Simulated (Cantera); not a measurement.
An isothermal, constant-pressure homogeneous reactor starts with CO : O2 : H2O : N2 = 0.0038 : 0.031 : 0.0045 : 1 (molar parts), equivalence ratio 0.061, at 1350 K and 9.30 bar. Integrator tolerance rtol = 1e-08.

Cantera simulation using GRI-Mech 3.0 (53 species, 325 reactions); the numbers are that mechanism's predictions, not measurements.

**Question.** What does this change do: 0.026 parts CH4 added?

**Answer.** 
```json
[
 {"quantity": "x(CO) at 90.0 s", "before": "2.89e-9 (gas-phase equilibrium 2.90e-9)", "after": "0.0134 (gas-phase equilibrium 0.0175)"},
 {"quantity": "x(O2) at 90.0 s", "before": "0.0281 (gas-phase equilibrium 0.0279)", "after": "<1e-12 (gas-phase equilibrium <1e-12)"},
 {"quantity": "x(H2O) at 90.0 s", "before": "0.00434 (gas-phase equilibrium 0.00434)", "after": "0.0293 (gas-phase equilibrium 0.0274)"},
 {"quantity": "x(HO2) at 90.0 s", "before": "4.75e-9 (gas-phase equilibrium 4.74e-9)", "after": "<1e-12 (gas-phase equilibrium <1e-12)"},
 {"quantity": "x(H2) at 90.0 s", "before": "1.74e-9 (gas-phase equilibrium 1.75e-9)", "after": "0.0180 (gas-phase equilibrium 0.0246)"},
 {"quantity": "x(NO) at 90.0 s", "before": "2.46e-7 (gas-phase equilibrium 0.000220)", "after": "1.87e-12 (gas-phase equilibrium 9.61e-11)"}
]
```
The temperature is held fixed by assumption; the heat of reaction is taken as removed at once.
